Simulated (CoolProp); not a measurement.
The numbers come from the reference Helmholtz-energy equation of state, Zhou 2011 in CoolProp.

Problem. For dimethyl carbonate, give the phase and the cv (kJ/(kg K)), Joule-Thomson coefficient (K/MPa) at 436.4 K and 0.0679 MPa; 358.4 K and 0.111 MPa; 304.7 K and 0.794 MPa.

Solution. 
- 436.4 K and 0.0679 MPa: gas; cv 1.44, Joule-Thomson coefficient 13.1
- 358.4 K and 0.111 MPa: liquid; cv 1.43, Joule-Thomson coefficient -0.251
- 304.7 K and 0.794 MPa: liquid; cv 1.35, Joule-Thomson coefficient -0.318
